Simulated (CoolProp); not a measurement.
Vapour-liquid equilibrium of propane (1) + cyclopropane (2) at 299.7 K; x and y are mole fractions of (1).

Computed with CoolProp (multi-fluid Helmholtz-energy mixture model, Lemmon 2009 and Polt 1992; pair parameters Bell 2016). This equation is an older, rougher fit; its heat capacities, sound speeds and derivatives of the liquid may be far off and weren't checked against measurements.

```
x     bubble pressure, mixture model (bar)  bubble pressure, Raoult's law (bar)  y, mixture model  y, Raoult's law
----  ------------------------------------  -----------------------------------  ----------------  ---------------
0.05                                 7.777                                7.671             0.073            0.065
0.15                                     ?                                7.906                 ?            0.188
0.25                                 8.559                                8.141             0.317            0.304
0.35                                     ?                                8.376                 ?            0.414
0.45                                 9.164                                8.610             0.514            0.517
0.55                                     ?                                8.845                 ?            0.616
0.65                                 9.597                                9.080             0.687            0.709
0.75                                 9.748                                9.315             0.772            0.797
0.85                                 9.852                                9.550                 ?            0.881
0.95                                     ?                                9.784             0.951            0.961
```

Question: Complete the blanks.

Answer: 
- 0.15, bubble pressure, mixture model (bar): 8.190
- 0.15, y, mixture model: 0.203
- 0.35, bubble pressure, mixture model (bar): 8.883
- 0.35, y, mixture model: 0.420
- 0.55, bubble pressure, mixture model (bar): 9.402
- 0.55, y, mixture model: 0.602
- 0.85, y, mixture model: 0.858
- 0.95, bubble pressure, mixture model (bar): 9.901

The largest gap from Raoult's law is +6.4 % in bubble pressure, at x = 0.45. No azeotrope shows between x = 0.05 and 0.95.

Pair parameters are fitted to limited data, so mixtures are less certain than the pure fluids.
